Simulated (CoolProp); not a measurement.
Nitrogen at 298.15 K and 0.428 MPa is throttled through a valve to 0.0593 MPa with no heat exchange. Each further row changes one setting.

Computed with CoolProp (reference Helmholtz-energy equation of state, Span 2000).

```csv
case,temperature change (K),final density (kg/m³)
as stated,-0.8,(withheld)
outlet pressure 0.0178 MPa,(withheld),(withheld)
outlet pressure 0.0771 MPa,-0.8,(withheld)
```

Question: Fill in the missing entries.

Answer: 
- as stated, final density (kg/m³): 0.672
- outlet pressure 0.0178 MPa, temperature change (K): -0.9
- outlet pressure 0.0178 MPa, final density (kg/m³): 0.202
- outlet pressure 0.0771 MPa, final density (kg/m³): 0.874
